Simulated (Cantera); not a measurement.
Input (Python, Cantera):

```python
import numpy as np
import cantera as ct

gas = ct.Solution("gri30.yaml")
gas.TPX = 1375, 130000, {'N2O': 1, 'O2': 0.061}
inlet = ct.Reservoir(gas, clone=True)

reactor = ct.IdealGasConstPressureReactor(gas, energy="off", clone=False)
exhaust = ct.Reservoir(gas, clone=True)
tau = [0.89, 0.41, 0.19, 0.087, 0.04, 0.018, 0.0085, 0.0039][0]
for a, b in ((inlet, reactor), (reactor, exhaust)):
    ct.MassFlowController(a, b, mdot=lambda t: reactor.mass / tau)
net = ct.ReactorNet([reactor])
show = ['N2O', 'O2', 'NO', 'N2', 'NO2', 'O']

rows = []
print(f"{'tau/s':>10s}{'T/K':>9s}" + "".join(f"{s:>11s}" for s in show))
for tau in [0.89, 0.41, 0.19, 0.087, 0.04, 0.018, 0.0085, 0.0039]:
    net.initial_time = 0.0
    net.advance(30 * tau)
    before = gas.X
    net.advance(40 * tau)
    drift = np.max(np.abs(gas.X - before) / (gas.X + 1e-9))
    rows.append([gas.T, *gas[show].X, drift])
    print(f"{tau:10.3e}{gas.T:9.1f}" + "".join(f"{x:11.3e}" for x in gas[show].X))
```

Output:

```
     tau/s      T/K        N2O         O2         NO         N2        NO2          O
 8.900e-01   1375.0  7.379e-02  3.079e-01  5.472e-02  5.630e-01  5.829e-04  6.107e-06
 4.100e-01   1375.0  1.370e-01  2.838e-01  6.239e-02  5.162e-01  6.602e-04  8.141e-06
 1.900e-01   1375.0  2.377e-01  2.505e-01  6.434e-02  4.467e-01  6.757e-04  1.044e-05
 8.700e-02   1375.0  3.816e-01  2.077e-01  5.794e-02  3.521e-01  6.019e-04  1.278e-05
 4.000e-02   1375.0  5.480e-01  1.613e-01  4.427e-02  2.459e-01  4.516e-04  1.479e-05
 1.800e-02   1375.0  7.042e-01  1.195e-01  2.815e-02  1.479e-01  2.772e-04  1.626e-05
 8.500e-03   1375.0  8.099e-01  9.179e-02  1.609e-02  8.206e-02  1.484e-04  1.710e-05
 3.900e-03   1375.0  8.758e-01  7.468e-02  8.206e-03  4.120e-02  6.651e-05  1.756e-05
```

Computed with Cantera and GRI-Mech 3.0 (53 species, 325 reactions). GRI-Mech 3.0 was tuned for natural gas; its chemistry of N2O as a main component is partial and can be far from experiment. The mechanism lacks the step 2 NO + O2 → 2 NO2, which can matter for NO2 below about 1400 K. The temperature is held fixed by assumption; the heat of reaction is taken as removed at once.
